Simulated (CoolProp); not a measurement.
Properties of ethylbenzene at several states.

Model: reference Helmholtz-energy equation of state, Zhou 2012, in CoolProp.

```csv
T (K),p (kPa),phase,density (kg/m³),Joule-Thomson coefficient (K/MPa),expansivity (1/kK)
517.3,394,gas,(withheld),(withheld),(withheld)
335.2,46.5,liquid,(withheld),(withheld),(withheld)
470.3,1500,liquid,698.4,(withheld),(withheld)
```

Fill in the missing entries.


- 517.3, density (kg/m³): 10.52
- 517.3, Joule-Thomson coefficient (K/MPa): 14.35
- 517.3, expansivity (1/kK): 2.536
- 335.2, density (kg/m³): 829.8
- 335.2, Joule-Thomson coefficient (K/MPa): -0.4114
- 335.2, expansivity (1/kK): 1.079
- 470.3, Joule-Thomson coefficient (K/MPa): -0.1382
- 470.3, expansivity (1/kK): 1.639
